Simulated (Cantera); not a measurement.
Charge: 1 mol SiH2Cl2, a varied amount of H2, held at 1675 K and 1 atm.

These are equilibrium values from Cantera (NASA tables, ideal gas, pure condensed phases), not measurements of a reactor. Candidate condensed phases: Si; 19 gas species. The tables' values for SiCl3 are old estimates; treat these amounts as uncertain. Gases not in the tables: Si2H6 and higher silanes. Equilibrium is a limit: real reactors are often held back by kinetics, nucleation or transport.

x: gas mole fraction; n: condensed amount in mol.

| n(H2) (mol) | x H2 | x HCl | x SiCl2 | x SiCl3 | x SiHCl3 | x SiH2Cl2 | n Si(s) |
|---|---|---|---|---|---|---|---|
| 19 | 0.922 | 0.0615 | 0.0148 | 0.000871 | 0.000288 | (withheld) | 0.659 |
| 54 | 0.968 | 0.0290 | 0.00314 | 8.50e-5 | 2.88e-5 | (withheld) | 0.815 |
| 89 | 0.979 | 0.0191 | 0.00135 | 2.40e-5 | 8.18e-6 | (withheld) | 0.871 |
| 120 | 0.984 | 0.0147 | 0.000796 | 1.09e-5 | 3.71e-6 | (withheld) | 0.898 |
| 160 | 0.988 | 0.0114 | 0.000472 | 4.96e-6 | 1.70e-6 | (withheld) | 0.919 |
| 190 | 0.990 | 0.00971 | 0.000343 | 3.08e-6 | 1.05e-6 | (withheld) | 0.929 |
| 230 | 0.991 | 0.00812 | 0.000240 | 1.80e-6 | 6.17e-7 | (withheld) | 0.939 |
| 260 | 0.992 | 0.00724 | 0.000191 | 1.27e-6 | 4.36e-7 | (withheld) | 0.945 |
| 300 | 0.993 | 0.00632 | 0.000145 | 8.46e-7 | 2.90e-7 | (withheld) | 0.950 |
| 330 | 0.994 | 0.00577 | 0.000121 | 6.44e-7 | 2.21e-7 | (withheld) | 0.954 |
| 370 | 0.995 | 0.00518 | 9.72e-5 | 4.63e-7 | 1.59e-7 | (withheld) | 0.957 |

Task: Complete the blanks.

Result: 
- 19, x SiH2Cl2: 0.000135
- 54, x SiH2Cl2: 2.99e-5
- 89, x SiH2Cl2: 1.30e-5
- 120, x SiH2Cl2: 7.72e-6
- 160, x SiH2Cl2: 4.59e-6
- 190, x SiH2Cl2: 3.35e-6
- 230, x SiH2Cl2: 2.35e-6
- 260, x SiH2Cl2: 1.86e-6
- 300, x SiH2Cl2: 1.42e-6
- 330, x SiH2Cl2: 1.19e-6
- 370, x SiH2Cl2: 9.52e-7
